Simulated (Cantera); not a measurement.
A closed system holds: 1 mol Ti(OiPr)4, 2.3 mol H2, 1.1 mol C3H8, held at 42.8 Torr.

Method: chemical equilibrium by Gibbs-energy minimisation in Cantera with the NASA 1993 tables (ideal gas, pure condensed phases). Candidate condensed phases: C, C6H6, C7H8, C8H18, H2O, Ti, TiC, TiO, TiO2, Ti2O3, Ti3O5, Ti4O7; 113 gas species. The feed counts by its element totals alone. TiC: taken at fixed stoichiometry. The numbers say what is thermodynamically allowed, not how fast it happens. All values below are at 1600 K.

Base state: H2 0.838, CO 0.162, H 0.000208, CH4 6.53e-5, C2H2 (acetylene) 2.30e-5 (mole fractions); condensed: C(graphite) + TiC(s).

Question: What changes in the equilibrium state with this change: pressure from 42.8 Torr to 1.05 Torr?

Answer: 
```tsv
species	before	after
H2	0.838	0.837
CO	0.162	0.162
H	0.000208	0.00133
CH4	6.53e-5	1.60e-6
C2H2 (acetylene)	2.30e-5	2.30e-5
C(graphite), mol	10.3	10.3
TiC(s), mol	1.00	1.00
```
